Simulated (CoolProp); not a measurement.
A simple Rankine cycle with n-perfluoropentane: condensing at 319.15 K, boiler at 0.855 MPa, turbine inlet 417.8 K, turbine efficiency 0.65, pump efficiency 0.6, no recuperator. Each further row changes one setting.

Computed with CoolProp (reference Helmholtz-energy equation of state, Gao 2022).

| case | thermal efficiency (%) | net work (kJ/kg) | heat in (kJ/kg) | turbine exit temperature (K) | volume ratio over the turbine |
|---|---|---|---|---|---|
| as stated | 6.0 | ___ | 169 | 400.3 | 5.26 |
| turbine inlet 437.8 K | 5.7 | 10.8 | 190 | ___ | 5.12 |
| condensing temperature 311.15 K | 6.7 | 11.9 | 178 | ___ | 6.88 |
| boiler pressure 0.598 MPa | 4.7 | 8.15 | ___ | 405.3 | 3.50 |
| turbine efficiency 0.55 | 5.0 | 8.43 | 169 | 402.1 | ___ |

**Question.** What belongs in the gaps?

**Answer.** 
- as stated, net work (kJ/kg): 10.1
- turbine inlet 437.8 K, turbine exit temperature (K): 420.8
- condensing temperature 311.15 K, turbine exit temperature (K): 398.0
- boiler pressure 0.598 MPa, heat in (kJ/kg): 172
- turbine efficiency 0.55, volume ratio over the turbine: 5.29
